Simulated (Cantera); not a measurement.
Feed: 1 mol SiH2Cl2, 5.9 mol NH3, 50 mol N2, at 48.0 Torr.

Method: chemical equilibrium by Gibbs-energy minimisation in Cantera with the NASA 1993 tables (ideal gas, pure condensed phases). Candidate condensed phases: NH4Cl, Si, Si3N4; 28 gas species. The tables' values for SiCl, SiN, SiCl3 are old estimates; treat these amounts as uncertain. Gases not in the tables: Si2H6 and higher silanes. Rates play no part. All values below are at 2050 K.

Base state: N2 0.827, H2 0.143, HCl 0.0190, SiCl2 0.00574, H 0.00339, Si 0.00121, SiCl 0.000362, Cl 0.000334 (mole fractions); condensed: Si(l).

Q: What changes in the equilibrium state with this change: NH3 from 5.9 to 1.1 mol?

A: 
```
species      before    after
----------  -------  -------
N2            0.827    0.930
H2            0.143   0.0408
HCl          0.0190   0.0140
SiCl2       0.00574   0.0109
SiH2        2.00e-5  5.72e-6
SiCl3       1.42e-5  3.69e-5
Si(l), mol    0.509    0.298
```

Q: What changes in the equilibrium state with this change: SiH2Cl2 replaced by SiCl4?

A: 
```csv
species,before,after
N2,0.827,0.827
H2,0.143,0.120
HCl,0.0190,0.0331
SiCl2,0.00574,0.0141
SiCl3,1.42e-5,6.57e-5
Si2,1.41e-5,6.59e-6
"Si(l), mol",0.509,0
```
The tables' values for SiCl, SiCl3, SiN are old estimates; treat these amounts as uncertain.
